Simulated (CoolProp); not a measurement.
Computed with CoolProp (reference Helmholtz-energy equation of state, Zhou 2012).

Problem. Give the vapour pressure (kPa), vapour Z, liquid viscosity (µPa s), liquid conductivity (mW/(m K)) of saturated o-xylene at 326.35 °C.

Solution. 
```tsv
T (°C)	p (kPa)	vapour Z	liquid viscosity (µPa s)	liquid conductivity (mW/(m K))
326.35	2580	0.546	65.5	74.8
```

Viscosity comes from a separate model (Cao 2016). Thermal conductivity comes from a separate model (Mylona 2014).
